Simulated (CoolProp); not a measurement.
C3F8 (R218) at 298.15 K and 0.163 MPa is compressed adiabatically to 0.337 MPa with isentropic efficiency 0.85. Each further row changes one setting.

The numbers come from the reference Helmholtz-energy equation of state, Lemmon 2006 in CoolProp. It is a short technical equation, of lower accuracy than the large ones.

```
case             work (kJ/kg)  final temperature (K)  final density (kg/m³)
---------------  ------------  ---------------------  ---------------------
as stated                11.0                      ?                      ?
efficiency 1                ?                      ?                      ?
efficiency 0.65             ?                  317.6                   25.5
```

Problem. Some entries are withheld; supply them.

Solution. 
- as stated, final temperature (K): 313.6
- as stated, final density (kg/m³): 25.9
- efficiency 1, work (kJ/kg): 9.32
- efficiency 1, final temperature (K): 311.7
- efficiency 1, final density (kg/m³): 26.1
- efficiency 0.65, work (kJ/kg): 14.3
